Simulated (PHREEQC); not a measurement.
Synthetic water in mg/kgw, 25 °C, pH 2.15, pe 9.2:

```json
[
 {"constituent": "Na", "mg/kgw": "377"},
 {"constituent": "K", "mg/kgw": "0.716"},
 {"constituent": "Ca", "mg/kgw": "999"},
 {"constituent": "Mg", "mg/kgw": "134"},
 {"constituent": "Cl", "mg/kgw": "540"},
 {"constituent": "S(6) as SO4", "mg/kgw": "3090"},
 {"constituent": "Cu(2)", "mg/kgw": "137"},
 {"constituent": "Fe(3)", "mg/kgw": "3.98"},
 {"constituent": "Zn", "mg/kgw": "23.8"}
]
```

Valence states are taken as typed.

Equilibrium calculation in PHREEQC: ion-association model, wateq4f.dat.

This is a speciation only: nothing precipitates in the calculation.

Question: Estimate the ionic strength, charge-balance error.

Answer: ionic strength 0.0986 mol/kgw; charge-balance error 14.1 %.

Question: In which forms is Cu present?

Answer: Cu+2 67 %, CuSO4 32 %, CuCl+ 1.1 % of the Cu.

The solution is supersaturated, for example in Gypsum, Hematite (slow to form), so a real one may precipitate; this is no full list.
